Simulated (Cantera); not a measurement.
Input (Python, Cantera) and output of one run.

```python
import numpy as np
import cantera as ct

gas_names = [...]  # 47 gases of nasa_gas.yaml made of Cl, H, N, O, Si
cond_names = """
    H2O(s) H2O(L) NH4CL(a) NH4CL(b) Si(cr) Si(L) SiO2(Lqz) SiO2(hqz) SiO2(L) Si2N2O(s) Si3N4(a)
""".split()


# ... load() reads the species with a 1 bar reference pressure and builds the phases ...
atoms = {
    'SiH2Cl2': {'Si': 1, 'H': 2, 'CL': 2},
    'N2O': {'N': 2, 'O': 1},
    'H2': {'H': 2},
    'O3': {'O': 3},
}
top_T = {'Si2N2O(s)': 2100, 'Si3N4(a)': 2400}  # K; cautious upper limits of use, not melting points


# ... equilibrate(T, P, feed) seeds the gas with the atoms and calls Mixture.equilibrate('TP', solver="vcs", rtol=1e-11, max_steps=5000) ...
results = []
T = 1325  # K
P = 100000  # Pa
for m in [0.8, 1.2, 1.9, 3, 4.7, 7.3, 11, 18, 28, 43]:
    feed = {'SiH2Cl2': 1, 'N2O': m, 'H2': 0.67, 'O3': 3.4}  # mol
    mix = equilibrate(T, P, feed)
    results.append((T, P, feed, dict(zip(mix.species_names, mix.species_moles))))
    x = sorted(zip(gas.X, gas.species_names), reverse=True)
    print(f"T = {T:g} K  P = {P:g} Pa  n(N2O) = {m:g} mol  gas = {mix.phase_moles(0):.4g} mol")
    print("   x: " + "  ".join(f"{s} {v:.3e}" for v, s in x if v > 0.0001))
    print("   condensed (mol): " + ("  ".join(f"{mix.phase(i).name} {mix.phase_moles(i):.4g}"
          for i in range(1, mix.n_phases) if mix.phase_moles(i) > 1e-12) or "none"))
```

It prints:

```
T = 1325 K  P = 100000 Pa  n(N2O) = 0.8 mol  gas = 7.565 mol
   x: O2 5.400e-01  HCL 2.229e-01  H2O 1.093e-01  N2 1.056e-01  CL2 1.962e-02  CL 2.163e-03  NO 2.726e-04
   condensed (mol): SiO2(hqz) 1
T = 1325 K  P = 100000 Pa  n(N2O) = 1.2 mol  gas = 8.165 mol
   x: O2 5.248e-01  HCL 2.068e-01  N2 1.468e-01  H2O 1.011e-01  CL2 1.800e-02  CL 2.071e-03  NO 3.169e-04
   condensed (mol): SiO2(hqz) 1
T = 1325 K  P = 100000 Pa  n(N2O) = 1.9 mol  gas = 9.217 mol
   x: O2 5.030e-01  N2 2.060e-01  HCL 1.836e-01  H2O 8.938e-02  CL2 1.571e-02  CL 1.935e-03  NO 3.674e-04
   condensed (mol): SiO2(hqz) 1
T = 1325 K  P = 100000 Pa  n(N2O) = 3 mol  gas = 10.87 mol
   x: O2 4.772e-01  N2 2.758e-01  HCL 1.560e-01  H2O 7.561e-02  CL2 1.307e-02  CL 1.765e-03  NO 4.142e-04
   condensed (mol): SiO2(hqz) 1
T = 1325 K  P = 100000 Pa  n(N2O) = 4.7 mol  gas = 13.42 mol
   x: O2 4.498e-01  N2 3.500e-01  HCL 1.267e-01  H2O 6.107e-02  CL2 1.035e-02  CL 1.571e-03  NO 4.529e-04
   condensed (mol): SiO2(hqz) 1
T = 1325 K  P = 100000 Pa  n(N2O) = 7.3 mol  gas = 17.32 mol
   x: O2 4.235e-01  N2 4.212e-01  HCL 9.837e-02  H2O 4.721e-02  CL2 7.837e-03  CL 1.367e-03  NO 4.821e-04
   condensed (mol): SiO2(hqz) 1
T = 1325 K  P = 100000 Pa  n(N2O) = 11 mol  gas = 22.88 mol
   x: N2 4.806e-01  O2 4.015e-01  HCL 7.461e-02  H2O 3.569e-02  CL2 5.806e-03  CL 1.176e-03  NO 5.015e-04
   condensed (mol): SiO2(hqz) 1
T = 1325 K  P = 100000 Pa  n(N2O) = 18 mol  gas = 33.38 mol
   x: N2 5.390e-01  O2 3.800e-01  HCL 5.117e-02  H2O 2.444e-02  CL2 3.880e-03  CL 9.617e-04  NO 5.166e-04
   condensed (mol): SiO2(hqz) 1
T = 1325 K  P = 100000 Pa  n(N2O) = 28 mol  gas = 48.38 mol
   x: N2 5.785e-01  O2 3.654e-01  HCL 3.529e-02  H2O 1.687e-02  CL2 2.621e-03  CL 7.905e-04  NO 5.249e-04
   condensed (mol): SiO2(hqz) 1
T = 1325 K  P = 100000 Pa  n(N2O) = 43 mol  gas = 70.88 mol
   x: N2 6.064e-01  O2 3.551e-01  HCL 2.404e-02  H2O 1.153e-02  CL2 1.755e-03  CL 6.468e-04  NO 5.297e-04
   condensed (mol): SiO2(hqz) 1
```

Method: chemical equilibrium by Gibbs-energy minimisation in Cantera with the NASA 1993 tables (ideal gas, pure condensed phases). The tables hold silica as quartz up to 1696 K and as liquid above; real silica turns to tridymite and cristobalite and melts near 1996 K. Gases not in the tables: Si(OH)4.
